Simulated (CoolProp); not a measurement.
Vapour-liquid equilibrium of benzene (1) + n-nonane (2) at 232.45 °C; x and y are mole fractions of (1).

Values from CoolProp's multi-fluid Helmholtz-energy mixture model, Thol 2012 and Lemmon 2006; pair parameters Bell 2016.

```
x     bubble pressure (kPa)  y at the bubble point  dew pressure at overall composition x (kPa)  liquid density (mol/L)
----  ---------------------  ---------------------  -------------------------------------------  ----------------------
0.05                  684.1                  0.152                                        617.9                   4.167
0.2                   955.8                  0.437                                        720.0                   4.473
0.35                   1212                  0.602                                        855.7                   4.830
0.5                    1461                  0.719                                         1042                   5.260
0.65                   1712                  0.813                                         1306                   5.787
0.8                    1973                  0.897                                         1673                   6.455
0.95                   2250                  0.975                                         2157                   7.323
```

No azeotrope shows between x = 0.05 and 0.95.

Pair parameters are fitted to limited data, so mixtures are less certain than the pure fluids. The gap from Raoult's law changes sign with composition, which may be real or a fault of the pair parameters; it wasn't checked against measurements.
